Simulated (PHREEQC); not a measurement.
1 kg of water holding 0.39 mol/kgw NaCl, 0.026 mol/kgw KCl, 0.26 mol/kgw Na2SO4 and 0.0046 mol/kgw NaHCO3 is evaporated at 25 °C; the solids stay in contact with the brine. The system is closed to CO2. The run lets Arcanite, Burkeite, Glaserite, Halite, Kalicinite, Mirabilite, Misenite, Nahcolite, Natron, Sylvite, Thenardite, Trona precipitate or redissolve, and no other solid.

The series has 28 steps of water left (kg), from 1 to 0.005011.

Equilibrium calculation in PHREEQC: Pitzer model, pitzer.dat.

Task: Which solids form, in which order, and at which step of the series does each first stand?

Result: Mirabilite from water left = 0.1325 kg (pH 7.21), last present at water left = 0.1325 kg; Thenardite from water left = 0.1156 kg (pH 7.20); Halite from water left = 0.06418 kg (pH 7.15); Glaserite from water left = 0.01979 kg (pH 7.18); Nahcolite from water left = 0.01979 kg (pH 7.18).

Complexes and solids missing from the database can't appear.
